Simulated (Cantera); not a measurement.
A perfectly stirred reactor is fed with 9.03 % CH₄, 8.76 % CO, 17.3 % O₂, 65.0 % N₂, equivalence ratio 1.3, at 1.40 bar; it is adiabatic with a 723 K inlet, and is followed from long to short residence time, starting on the burning branch (τ in s: 0.032, 0.018, 0.0099, 0.0055, 0.003, 0.0017, 0.00092, 0.00051, 0.00028, 0.00015, 8.5e-05, 4.7e-05, 2.6e-05).

Cantera simulation using GRI-Mech 3.0 (53 species, 325 reactions); the numbers are that mechanism's predictions, not measurements.

x: mole fraction; the columns are a selection and need not sum to one.

```json
[
 {"τ (s)": "0.032", "T (K)": "2407", "x CH₄": "5.36e-6", "x CO": "0.0829", "x O₂": "0.000907", "x H₂": "0.0229", "x O": "0.000307"},
 {"τ (s)": "0.018", "T (K)": "2398", "x CH₄": "8.13e-6", "x CO": "0.0832", "x O₂": "0.00114", "x H₂": "0.0231", "x O": "0.000380"},
 {"τ (s)": "0.0099", "T (K)": "2386", "x CH₄": "1.22e-5", "x CO": "0.0836", "x O₂": "0.00150", "x H₂": "0.0233", "x O": "0.000498"},
 {"τ (s)": "0.0055", "T (K)": "2369", "x CH₄": "1.79e-5", "x CO": "0.0842", "x O₂": "0.00201", "x H₂": "0.0236", "x O": "0.000671"},
 {"τ (s)": "0.0030", "T (K)": "2346", "x CH₄": "2.65e-5", "x CO": "0.0850", "x O₂": "0.00274", "x H₂": "0.0240", "x O": "0.000927"},
 {"τ (s)": "0.0017", "T (K)": "2319", "x CH₄": "3.87e-5", "x CO": "0.0860", "x O₂": "0.00364", "x H₂": "0.0246", "x O": "0.00125"},
 {"τ (s)": "0.00092", "T (K)": "2283", "x CH₄": "5.94e-5", "x CO": "0.0872", "x O₂": "0.00486", "x H₂": "0.0253", "x O": "0.00171"},
 {"τ (s)": "0.00051", "T (K)": "2243", "x CH₄": "…", "x CO": "0.0887", "x O₂": "…", "x H₂": "0.0261", "x O": "…"},
 {"τ (s)": "0.00028", "T (K)": "2199", "x CH₄": "0.000150", "x CO": "0.0905", "x O₂": "0.00804", "x H₂": "0.0268", "x O": "0.00281"},
 {"τ (s)": "0.00015", "T (K)": "2149", "x CH₄": "0.000260", "x CO": "0.0930", "x O₂": "0.0103", "x H₂": "0.0275", "x O": "0.00338"},
 {"τ (s)": "8.5e-5", "T (K)": "2101", "x CH₄": "…", "x CO": "0.0962", "x O₂": "…", "x H₂": "0.0280", "x O": "0.00374"},
 {"τ (s)": "4.7e-5", "T (K)": "2044", "x CH₄": "0.000903", "x CO": "0.102", "x O₂": "0.0177", "x H₂": "0.0284", "x O": "0.00376"},
 {"τ (s)": "2.6e-5", "T (K)": "1939", "x CH₄": "0.00270", "x CO": "0.116", "x O₂": "0.0304", "x H₂": "0.0292", "x O": "0.00256"}
]
```

Task: What belongs in the gaps?

Result: 
- 0.00051, x CH₄: 9.24e-5
- 0.00051, x O₂: 0.00630
- 0.00051, x O: 0.00223
- 8.5e-5, x CH₄: 0.000456
- 8.5e-5, x O₂: 0.0131
